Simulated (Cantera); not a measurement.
A closed system holds: 1 mol SiC, 0.22 mol O2, 3.5 mol N2, 0.052 mol H2O, equilibrated at 3.10 Pa.

Method: chemical equilibrium by Gibbs-energy minimisation in Cantera with the NASA 1993 tables (ideal gas, pure condensed phases). Candidate condensed phases: C, C6H6, C7H8, C8H18, H2O, Si, SiC, SiO2, Si2N2O, Si3N4; 151 gas species. N2 is the only nitrogen source here; it is nearly inert below about 1500 K, so the nitride shown seldom forms there in practice. Mutual solubility and eutectic melting of coexisting phases are not modelled. Equilibrium is a limit: real reactors are often held back by kinetics, nucleation or transport.

Task: Which condensed phases are stable at each of these points (T (°C)): 652, 752, 852, 952, 1052, 1152, 1252, 1352, 1452, 1552, 1652, 1752, 1852?

Result: 
```json
[
 {"T (°C)": "652", "condensed phases": "C(graphite) + Si2N2O(s) + Si3N4(s)", "Si condensed (%)": "100.0"},
 {"T (°C)": "752", "condensed phases": "C(graphite) + Si2N2O(s) + Si3N4(s)", "Si condensed (%)": "100.0"},
 {"T (°C)": "852", "condensed phases": "C(graphite) + SiC(s) + Si2N2O(s)", "Si condensed (%)": "100.0"},
 {"T (°C)": "952", "condensed phases": "C(graphite) + SiC(s) + Si2N2O(s)", "Si condensed (%)": "100.0"},
 {"T (°C)": "1052", "condensed phases": "SiC(s) + Si2N2O(s)", "Si condensed (%)": "99.7"},
 {"T (°C)": "1152", "condensed phases": "SiC(s) + Si2N2O(s)", "Si condensed (%)": "92.2"},
 {"T (°C)": "1252", "condensed phases": "SiC(s)", "Si condensed (%)": "75.4"},
 {"T (°C)": "1352", "condensed phases": "SiC(s)", "Si condensed (%)": "75.2"},
 {"T (°C)": "1452", "condensed phases": "SiC(s)", "Si condensed (%)": "73.8"},
 {"T (°C)": "1552", "condensed phases": "SiC(s)", "Si condensed (%)": "67.3"},
 {"T (°C)": "1652", "condensed phases": "SiC(s)", "Si condensed (%)": "54.6"},
 {"T (°C)": "1752", "condensed phases": "C(graphite) + SiC(s)", "Si condensed (%)": "41.3"},
 {"T (°C)": "1852", "condensed phases": "C(graphite)", "Si condensed (%)": "0.0"}
]
```

From 652 °C to 752 °C the condensed part is C(graphite) + Si2N2O(s) + Si3N4(s). From 852 °C to 952 °C the condensed part is C(graphite) + SiC(s) + Si2N2O(s). From 1052 °C to 1152 °C the condensed part is SiC(s) + Si2N2O(s). From 1252 °C to 1652 °C the condensed part is SiC(s). At 1752 °C the condensed part is C(graphite) + SiC(s). At 1852 °C the condensed part is C(graphite).
